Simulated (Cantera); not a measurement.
Predominance diagram of Sr at 1900 K against the partial pressures of O₂ and Cl₂ (log10, bar). Cantera with NASA thermochemical tables; ideal gases at 1 bar, condensed phases pure. Candidates: Sr(l), SrCl₂(l), SrO(s). Only these pure phases compete in this equilibrium. Not in the tables: the peroxide, oxide halides.

```
log p(Cl₂) \ log p(O₂)
        columns: -9, -8.4, -7.8, -7.2, -6.6, -6.1, -5.5, -4.9, -4.3, -3.7, -3.1, -2.5, -1.9, -1.4, -0.8, -0.2, 0.4, 1
      0  A A A A A A A A A A A A A A A A A A
   -0.7  A A A A A A A A A A A A A A A A A A
   -1.5  A A A A A A A A A A A A A A A A A A
   -2.2  A A A A A A A A A A A A A A A A A A
   -2.9  A A A A A A A A A A A A A A A A A A
   -3.6  A A A A A A A A A A A A A A A A A A
   -4.4  A A A A A A A A A A A A A A A A B B
   -5.1  A A A A A A A A A A A A A A B B B B
   -5.8  A A A A A A A A A A A A B B B B B B
   -6.5  A A A A A A A A A B B B B B B B B B
   -7.3  A A A A A A A B B B B B B B B B B B
     -8  A A A A B B B B B B B B B B B B B B
```

A: SrCl₂(l); B: SrO(s).
